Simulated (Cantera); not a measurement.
Input (Python, Cantera):

```python
import numpy as np
import cantera as ct

gas = ct.Solution("gri30.yaml")
gas.TPX = 2075, 100000, {'NO': 1, 'N2': 8.1}
reactor = ct.IdealGasConstPressureReactor(gas, energy="off", clone=False)
net = ct.ReactorNet([reactor])
net.rtol, net.atol = 1e-08, 1e-18
show = ['NO', 'N2', 'O2', 'NO2', 'N2O', 'O']
times = np.geomspace(3e-06, 4, 13)

steps = ct.SolutionArray(gas, extra=["t"])
rows = []
print(f"{'t/s':>10s}{'T/K':>9s}{'P/Pa':>11s}" + "".join(f"{s:>11s}" for s in show))
for t in times:
    while net.time < t:
        t_next = net.step()
        steps.append(gas.state, t=t_next)
    rows.append([np.interp(t, steps.t, y) for y in (steps.T, steps.P, *steps(*show).X.T)])
    print(f"{t:10.3e}{rows[-1][0]:9.1f}{rows[-1][1]:11.4g}" + "".join(f"{x:11.3e}" for x in rows[-1][2:]))
rate = np.gradient(steps.T, steps.t)
print("integrator steps:", len(steps.t))
if steps.T.max() > steps.T[0] + 200:
    print(f"time of steepest temperature rise: {steps.t[rate.argmax()]:.4e} s")
gas.TPX = 2075, 100000, {'NO': 1, 'N2': 8.1}
gas.equilibrate("TP")
print(f"equilibrium (TP): T = {gas.T:.1f} K  " + "  ".join(f"{s} {gas[s].X[0]:.3e}" for s in show))
```

It prints:

```
       t/s      T/K       P/Pa         NO         N2         O2        NO2        N2O          O
 3.000e-06   2075.0      1e+05  1.099e-01  8.901e-01  2.510e-11  8.540e-10  7.073e-08  7.069e-08
 9.717e-06   2075.0      1e+05  1.099e-01  8.901e-01  2.607e-10  8.369e-09  2.262e-07  2.263e-07
 3.147e-05   2075.0      1e+05  1.099e-01  8.901e-01  2.699e-09  7.234e-08  7.029e-07  7.173e-07
 1.019e-04   2075.0      1e+05  1.099e-01  8.901e-01  2.885e-08  4.757e-07  2.000e-06  2.357e-06
 3.302e-04   2075.0      1e+05  1.099e-01  8.901e-01  3.704e-07  2.364e-06  4.434e-06  8.753e-06
 1.069e-03   2075.0      1e+05  1.098e-01  8.901e-01  6.193e-06  9.044e-06  6.045e-06  3.074e-05
 3.464e-03   2075.0      1e+05  1.096e-01  8.902e-01  7.293e-05  1.664e-05  6.100e-06  5.615e-05
 1.122e-02   2075.0      1e+05  1.091e-01  8.905e-01  3.579e-04  1.801e-05  6.033e-06  6.095e-05
 3.634e-02   2075.0      1e+05  1.072e-01  8.914e-01  1.306e-03  2.064e-05  5.819e-06  7.057e-05
 1.177e-01   2075.0      1e+05  1.007e-01  8.946e-01  4.507e-03  2.676e-05  5.138e-06  9.611e-05
 3.813e-01   2075.0      1e+05  7.989e-02  9.050e-01  1.488e-02  3.391e-05  3.281e-06  1.515e-04
 1.235e+00   2075.0      1e+05  3.464e-02  9.276e-01  3.748e-02  2.248e-05  8.267e-07  2.294e-04
 4.000e+00   2075.0      1e+05  6.726e-03  9.416e-01  5.144e-02  5.081e-06  3.197e-07  2.661e-04
integrator steps: 818
equilibrium (TP): T = 2075.0 K  NO 5.116e-03  N2 9.424e-01  O2 5.224e-02  NO2 3.893e-06  N2O 3.130e-07  O 2.680e-04
```

Computed with Cantera and GRI-Mech 3.0 (53 species, 325 reactions).
